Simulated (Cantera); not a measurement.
Mixture: CO : H2 : CH4 : O2 : N2 = 1 : 1.4 : 1.2 : 3.27 : 12.3 (molar parts), equivalence ratio 1.1, at 100000 Pa, adiabatic and at constant volume. Ignition delay is the time to a rise of 400 K.

Model: GRI-Mech 3.0 (53 species, 325 reactions), integrated in Cantera.

Problem. What does this change do: 1.2 parts CO2 added?

Solution. 
```
quantity                                               before      after
--------------------------------------------------  ---------  ---------
delay at 1200 K                                      0.643 ms   0.722 ms
delay at 1300 K                                      0.304 ms   0.340 ms
delay at 1400 K                                      0.161 ms   0.179 ms
delay at 1500 K                                       94.8 µs   0.104 ms
apparent activation energy between 1450 and 1550 K  92 kJ/mol  93 kJ/mol
```

Problem. What does this change do: pressure from 100000 Pa to 1300000 Pa?

Solution. 
| quantity | before | after |
|---|---|---|
| delay at 1200 K | 0.643 ms | 0.136 ms |
| delay at 1300 K | 0.304 ms | 47.0 µs |
| delay at 1400 K | 0.161 ms | 22.4 µs |
| delay at 1500 K | 94.8 µs | 12.2 µs |
| apparent activation energy between 1450 and 1550 K | 92 kJ/mol | 110 kJ/mol |
The pressure lies above the range GRI-Mech 3.0 was tuned for (to about 10 atm).
